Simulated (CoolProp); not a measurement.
Vapour-liquid equilibrium of ethylene (1) + n-perfluorobutane (2) at -44.05 °C; x and y are mole fractions of (1).

Model: multi-fluid Helmholtz-energy mixture model, Smukala 2000 and Gao 2022; pair parameters Bell 2016, in CoolProp.

```tsv
x	bubble pressure, mixture model (MPa)	bubble pressure, Raoult's law (MPa)	y, mixture model	y, Raoult's law
0.05	0.1631	0.07617	0.921	0.843
0.15	0.4798	0.2032	0.972	0.947
0.25	0.7370	0.3303	0.981	0.971
0.35	0.8925	0.4574	0.984	0.982
0.45	0.9626	0.5845	0.985	0.988
0.55	0.9882	0.7116	0.986	0.992
0.65	1.006	0.8386	0.986	0.995
0.75	1.041	0.9657	0.987	0.997
0.85	1.107	1.093	0.990	0.998
0.95	1.213	1.220	0.996	0.999
```

The largest gap from Raoult's law is +136.1 % in bubble pressure, at x = 0.15. No azeotrope shows between x = 0.05 and 0.95.

The pair parameters rest on a limited set of measurements; away from them the model extrapolates. The gap from Raoult's law changes sign with composition, which may be real or a fault of the pair parameters; it wasn't checked against measurements. With so large a gap from Raoult's law the liquid may split in two, which this calculation doesn't test in full.
